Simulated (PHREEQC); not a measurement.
0.027 g of hydrous ferric oxide (600 m²/g; 0.2 weak and 0.005 strong sites per Fe, Dzombak-Morel constants, diffuse double layer) in 1 kg of water with 0.1 mol/kgw of an inert sodium salt, at 25 °C; the pH is set by adding NaOH or the inert anion's acid. O2 is buffered at 0.21 atm. No CO2 enters from the air. Nothing may precipitate in this run.

Computed with PHREEQC (ion-association model, wateq4f.dat).

```
pH   surface charge σ (C/m²)  surface potential ψ (mV)
---  -----------------------  ------------------------
3                      0.363                       153
3.5                    0.350                       151
4                      0.321                       147
4.5                    0.272                       138
5                      0.215                       126
5.5                    0.159                       111
6                      0.111                        93
6.5                    0.074                        74
7                      0.045                        52
7.5                    0.022                        29
8                      0.004                         5
8.5                   -0.014                       -19
9                     -0.034                       -42
```

The oxide is taken as insoluble; below pH 4 it would dissolve.
